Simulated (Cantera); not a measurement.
Ammonia decomposition in nitride growth gas

An isothermal, constant-pressure homogeneous reactor starts with NH3 : N2 = 1 : 0.14 (molar parts), at 1550 K and 495 Torr.

Cantera simulation using the gas-phase N/H chemistry of the illustrative SiF4/NH3 mechanism in the Surface Chemkin manual (1991); the numbers are that mechanism's predictions, not measurements. Walls and surfaces, which speed up NH3 decomposition in real reactors, are not modelled.

```
t (s)     x NH3   x N2       x N    x N2H2    x NH2
--------  -----  -----  --------  --------  -------
2.00e-6   0.877  0.123    <1e-12    <1e-12  3.99e-8
6.75e-6   0.877  0.123    <1e-12    <1e-12  1.40e-7
2.28e-5   0.877  0.123    <1e-12  3.94e-12  4.80e-7
7.70e-5   0.877  0.123    <1e-12  1.17e-10  1.62e-6
0.000260  0.877  0.123    <1e-12   2.37e-9  5.48e-6
0.000877  0.877  0.123  1.81e-12   3.34e-8  1.83e-5
0.00296   0.877  0.123  1.27e-11   3.00e-7  5.22e-5
0.0100    0.877  0.123  4.59e-11   5.42e-7  6.95e-5
0.0338    0.875  0.123  1.32e-10   5.42e-7  6.95e-5
0.114     0.871  0.124  4.05e-10   5.36e-7  6.89e-5
0.385     0.856  0.127   1.12e-9   5.16e-7  6.73e-5
1.30      0.808  0.137   2.25e-9   4.54e-7  6.36e-5
4.39      0.679  0.163   2.99e-9   3.13e-7  5.50e-5
14.8      0.440  0.211   2.78e-9   1.31e-7  3.83e-5
50.0      0.198  0.259   1.75e-9   2.83e-8  1.90e-5
```
x: mole fraction; the columns are a selection and need not sum to one.

Equilibrium at this temperature and pressure: NH3 1.12e-5, N2 0.299, N <1e-12, N2H2 <1e-12, NH2 1.20e-9 (gas phase only).
